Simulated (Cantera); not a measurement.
**Ignition delay**

Mixture: 2.86 % C₂H₄, 18.6 % O₂, 70.0 % N₂, 8.57 % H₂O, at 370000 Pa, adiabatic and at constant volume. Ignition delay is the time to a rise of 400 K.

Detailed kinetics in Cantera: GRI-Mech 3.0 (53 species, 325 reactions). GRI-Mech 3.0 was tuned for natural gas; its chemistry of ethylene as a main component is partial and can be far from experiment.

```csv
T0 (K),delay (ms)
1125,3.56
1200,0.644
1275,0.131
1350,0.0404
1425,0.0205
1500,0.0130
1575,0.00914
1650,0.00683
1725,0.00532
```

The apparent activation energy between 1575 and 1725 K is 82 kJ/mol.
